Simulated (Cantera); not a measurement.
Source: NASA polynomial tables (part measured, part estimated), evaluated in Cantera. Values are per mole of reaction as written; species without (g) are pure solids or liquids, kept so even where they would boil at 1 bar.

5 N₂(g) + 4 Nb₂O₅ = 10 NO₂(g) + 8 Nb, with ΔH° = 7939.9 kJ and ΔS° = 1185.2 J/K at 300 K.

**Question.** How far is the shortcut ΔG° ≈ ΔH°(300 K) − T·ΔS°(300 K) from the full temperature-dependent value at 1998, 2098, 2198, 2298, 2398 K?

**Answer.** 
| T (K) | shortcut (kJ) | full (kJ) | difference (kJ) | difference in log10 K | condensed phases |
|---|---|---|---|---|---|
| 1998 | 5572.0 | 5862.9 | -290.9 | 7.61 | Nb₂O₅(l), Nb(s) |
| 2098 | 5453.5 | 5791.9 | -338.4 | 8.43 | Nb₂O₅(l), Nb(s) |
| 2198 | 5334.9 | 5722.2 | -387.3 | 9.20 | Nb₂O₅(l), Nb(s) |
| 2298 | 5216.4 | 5653.9 | -437.4 | 9.94 | Nb₂O₅(l), Nb(s) |
| 2398 | 5097.9 | 5586.7 | -488.8 | 10.65 | Nb₂O₅(l), Nb(s) |
The shortcut ignores heat capacities and the phase changes listed.
